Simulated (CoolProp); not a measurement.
Vapour-liquid equilibrium of benzene (1) + p-xylene (2) at 501.2 K; x and y are mole fractions of (1).

Computed with CoolProp (multi-fluid Helmholtz-energy mixture model, Thol 2012 and Zhou 2012; pair parameters Bell 2016).

Task: Give the bubble pressure and the first vapour's composition at x = 0.15, 0.45, 0.65. Is there an azeotrope?

Result: x = 0.15: 8.792 bar, y = 0.298; x = 0.45: 12.99 bar, y = 0.659; x = 0.65: 16.06 bar, y = 0.810. No azeotrope shows between x = 0.05 and 0.95.

Pair parameters are fitted to limited data, so mixtures are less certain than the pure fluids.
